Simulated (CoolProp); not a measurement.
Properties of normal hydrogen at several states.

The numbers come from the reference Helmholtz-energy equation of state, Leachman 2009 in CoolProp.

| T (K) | p (kPa) | phase | density (kg/m³) | cp (kJ/(kg K)) | cv (kJ/(kg K)) | isothermal compressibility (1/MPa) | fugacity coefficient |
|---|---|---|---|---|---|---|---|
| 823.1 | 473 | gas | 0.1392 | 14.74 | 10.61 | 2.112 | 1.001 |
| 22 | 2000 | liquid | 71.49 | 9.790 | 5.786 | 0.01731 | 0.09434 |
| 437.9 | 347 | gas | 0.1918 | 14.50 | 10.37 | 2.877 | 1.002 |
| 384.4 | 898 | gas | 0.5639 | 14.48 | 10.35 | 1.109 | 1.004 |
| 573.4 | 11.4 | gas | 0.004820 | 14.54 | 10.41 | 87.72 | 1.000 |
| 489.2 | 14.4 | gas | 0.007136 | 14.51 | 10.38 | 69.44 | 1.000 |
